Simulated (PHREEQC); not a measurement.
A made-up water analysis in mg/L, 73 °C, pH 7.86, pe 10.3:

```csv
constituent,mg/L
Na,0.831
K,0.734
Ca,2.02
Mg,0.619
Cl,0.784
S(6) as SO4,6.03
Alkalinity as HCO3,3.68
Zn,0.00339
O(0) (dissolved oxygen),0.0993
Pb,0.11
```

Na is adjusted to close the charge balance.
Valence states are taken as typed.

Equilibrium calculation in PHREEQC: ion-association model, wateq4f.dat.

This is a speciation only: nothing precipitates in the calculation.

### Question
Order these Pb species by the share of Pb that they hold, largest first: Pb(OH)2, PbHCO3+, PbCO3, Pb+2, PbOH+.

### Answer
PbCO3 (61 %), PbOH+ (21 %), Pb+2 (16 %), Pb(OH)2 (0.58 %), PbHCO3+ (0.53 %)

The pH is 7.86 and the ionic strength 0.000339 mol/kgw. Examples of supersaturated solids here: Pb(OH)2. Others may be too. Species that the database lacks are ignored. Constants without temperature data keep their 25 °C values here.
